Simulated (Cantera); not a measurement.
Feed: 1 mol Fe(CO)₅, 0.26 mol H₂, 0.27 mol N₂, at 775 K and 1950 Torr.

These are equilibrium values from Cantera (NASA tables, ideal gas, pure condensed phases), not measurements of a reactor. Candidate condensed phases: C, C₆H₆, C₇H₈, C₈H₁₈, Fe, Fe(CO)₅, FeO, Fe(OH)₂, Fe(OH)₃, Fe₂O₃, Fe₃O₄, H₂O; 140 gas species. Equilibrium is a limit: real reactors are often held back by kinetics, nucleation or transport.

Base state: CO₂ 0.736, N₂ 0.117, H₂O 0.0873, CO 0.0353, H₂ 0.0211, CH₄ 0.00237, NH₃ 1.06e-5 (mole fractions); condensed: C(graphite) + Fe₃O₄(s).

Problem. What changes in the equilibrium state with this change: temperature from 775 K to 1100 K?

Solution. 
| species | before | after |
|---|---|---|
| CO | 0.0353 | 0.759 |
| CO₂ | 0.736 | 0.132 |
| N₂ | 0.117 | 0.0557 |
| H₂O | 0.0873 | 0.00798 |
| H₂ | 0.0211 | 0.0452 |
| CH₄ | 0.00237 | 0.000191 |
| NH₃ | 1.06e-5 | 1.88e-6 |
| C(graphite), mol | 3.22 | 0.679 |
| Fe₃O₄(s), mol | 0.333 | 0 |
| Fe(α), mol | 0 | 1.00 |
Condensed phases not in the tables: cementite and carbon dissolved in iron.
